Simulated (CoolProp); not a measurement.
The numbers come from the reference Helmholtz-energy equation of state, Lemmon 2004 in CoolProp. It is a short technical equation, of lower accuracy than the large ones.

Task: For n-dodecane, give the phase and the cp (kJ/(kg K)), cv (kJ/(kg K)), viscosity (µPa s), conductivity (mW/(m K)) at 335.6 K and 2.23 bar; 582.1 K and 0.24 bar.

Result: 
- 335.6 K and 2.23 bar: liquid; cp 2.34, cv 1.96, viscosity 777, conductivity 127
- 582.1 K and 0.24 bar: gas; cp 2.79, cv 2.74, viscosity 8.99, conductivity 33.1

Viscosity comes from a separate model (Huber 2004). Thermal conductivity comes from a separate model (Huber 2004).
